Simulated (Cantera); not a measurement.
What does this Cantera script print?

```python
import numpy as np
import cantera as ct

gas_names = [...]  # 114 gases of nasa_gas.yaml made of C, Fe, H, O
cond_names = """
    C(gr) C6H6(L) C7H8(L) C8H18(L),n-octa Fe(a) Fe(c) Fe(d) Fe(L) FeC5O5(L) FeO(s) FeO(L) Fe(OH)2(s)
    Fe(OH)3(s) Fe2O3(s) Fe3O4(s) H2O(s) H2O(L)
""".split()


# ... load() reads the species with a 1 bar reference pressure and builds the phases ...
atoms = {
    'Fe2O3': {'Fe': 2, 'O': 3},
    'CO': {'C': 1, 'O': 1},
    'CH4': {'C': 1, 'H': 4},
}
top_T = {'C(gr)': 4500, 'Fe2O3(s)': 1830, 'Fe3O4(s)': 1870}  # K; cautious upper limits of use, not melting points


# ... equilibrate(T, P, feed) seeds the gas with the atoms and calls Mixture.equilibrate('TP', solver="vcs", rtol=1e-11, max_steps=5000) ...
results = []
feed = {'Fe2O3': 1, 'CO': 18, 'CH4': 0.49}  # mol
T = 2450  # K
P = 101325  # Pa
mix = equilibrate(T, P, feed)
results.append((T, P, feed, dict(zip(mix.species_names, mix.species_moles))))
print(gas.report(threshold=1e-05))
for i in range(1, mix.n_phases):
    print(f"{mix.phase(i).name:16s} {mix.phase_moles(i):12.5e} mol")
```

Result:

```
       temperature   2450 K
          pressure   1.0133e+05 Pa
           density   0.14253 kg/m^3
  mean mol. weight   28.654 kg/kmol
   phase of matter   gas

                          1 kg             1 kmol
                     ---------------   ---------------
          enthalpy       -1.4035e+06       -4.0216e+07  J
   internal energy       -2.1144e+06       -6.0586e+07  J
           entropy            9479.7        2.7163e+05  J/K
    Gibbs function       -2.4629e+07       -7.0571e+08  J
 heat capacity c_p            1343.5             38497  J/K
 heat capacity c_v            1053.4             30183  J/K

                      mass frac. Y      mole frac. X     chem. pot. / RT
                     ---------------   ---------------   ---------------
                CO           0.83859           0.85787            -33.98
               CO2           0.10657          0.069388           -54.818
                Fe          0.041176          0.021127           -8.7048
               FeO         0.0012412        0.00049502           -29.543
           Fe(OH)2        9.6641e-05        3.0817e-05           -73.968
                 H        0.00012493         0.0035513           -11.793
                H2         0.0022275           0.03166           -23.586
               H2O         0.0097508          0.015509           -44.424
                 O         1.413e-05        2.5306e-05           -20.839
                OH        0.00020178        0.00033997           -32.631
     [ +104 minor]         6.272e-06        5.6435e-06

C(gr)             0.00000e+00 mol
Fe(L)             7.69717e-01 mol
FeC5O5(L)         0.00000e+00 mol
FeO(L)            7.98512e-01 mol
```

Equilibrium computed with Cantera from the NASA thermochemical tables; the gas is ideal and each condensed phase is pure. Each liquid is taken as pure. Mutual solubility and eutectic melting of coexisting phases are not modelled. The tables' stoichiometric FeO is somewhat more stable than real wüstite, so its field is too wide. FeO: taken at fixed stoichiometry.
